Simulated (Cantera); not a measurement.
Input: 1 mol H₂O, 0.37 mol O₂, held at 0.0100 bar.

These are equilibrium values from Cantera (NASA tables, ideal gas, pure condensed phases), not measurements of a reactor. Candidate condensed phases: H₂O; 22 gas species. Ions and electrons are included (thermal ionisation). Equilibrium is a limit: real reactors are often held back by kinetics, nucleation or transport.

log p: log10 of the partial pressure in bar; nothing condenses.

```csv
T (°C),log p H₂O,log p H,log p O,log p O₂,log p OH,log p H₂,log p e-
1727,-2.15,-4.99,-4.46,-2.58,-3.74,-4.40,?
2227,-2.31,-3.20,-3.17,-2.66,-2.99,-3.21,?
2727,-3.38,-2.39,-2.49,-3.09,-3.07,-3.18,?
3227,-5.43,-2.28,-2.35,-4.08,-3.94,-4.11,?
3727,-7.21,-2.27,-2.33,-5.01,-4.76,-4.95,?
4227,-8.62,-2.27,-2.33,-5.76,-5.42,-5.62,?
4727,-9.75,-2.27,-2.33,-6.36,-5.95,-6.16,?
```

Problem. Complete the blanks.

Solution. 
- 1727, log p e-: -13.79
- 2227, log p e-: -11.28
- 2727, log p e-: -10.17
- 3227, log p e-: -9.32
- 3727, log p e-: -8.28
- 4227, log p e-: -7.30
- 4727, log p e-: -6.48
